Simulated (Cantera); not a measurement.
Feed: 1 mol SiCl4, 0.54 mol HCl, 9.6 mol H2, held at 2425 K and 13.3 mbar.

Method: chemical equilibrium by Gibbs-energy minimisation in Cantera with the NASA 1993 tables (ideal gas, pure condensed phases). Candidate condensed phases: Si; 19 gas species. The tables' values for SiCl, SiCl3 are old estimates; treat these amounts as uncertain. Gases not in the tables: Si2H6 and higher silanes. Kinetics and transport are ignored.

Base state: H2 0.546, HCl 0.233, H 0.114, Si 0.0362, Cl 0.0347, SiCl2 0.0282, SiCl 0.00719, SiH 0.000916 (mole fractions); condensed: gas only.

### Question
What changes in the equilibrium state with this change: H2 from 9.6 to 1400 mol?

### Answer
```csv
species,before,after
H2,0.546,0.853
H,0.114,0.143
HCl,0.233,0.00268
Si,0.0362,0.000638
SiCl2,0.0282,4.22e-8
Cl,0.0347,0.000320
SiCl3,6.94e-5,<1e-9
SiCl,0.00719,1.17e-6
```
